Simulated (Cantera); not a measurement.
Input: 1 mol PbS, 560 mol H2, equilibrated at 2.30 mbar.

Equilibrium computed with Cantera from the NASA thermochemical tables; the gas is ideal and each condensed phase is pure. Candidate condensed phases: Pb, PbS, S; 10 gas species. Gases not in the tables: S3 to S7. Equilibrium is a limit: real reactors are often held back by kinetics, nucleation or transport.

### Question
Which condensed phases are stable at each of these points (T (°C)): 377, 527, 677, 827, 977, 1127, 1277, 1427, 1577, 1727?

### Answer
```csv
T (°C),condensed phases,Pb condensed (%)
377,Pb(l) + PbS(s),100.0
527,Pb(l),95.9
677,gas only,0.0
827,gas only,0.0
977,gas only,0.0
1127,gas only,0.0
1277,gas only,0.0
1427,gas only,0.0
1577,gas only,0.0
1727,gas only,0.0
```

At 377 °C the condensed part is Pb(l) + PbS(s). At 527 °C the condensed part is Pb(l). From 677 °C to 1727 °C nothing is condensed.
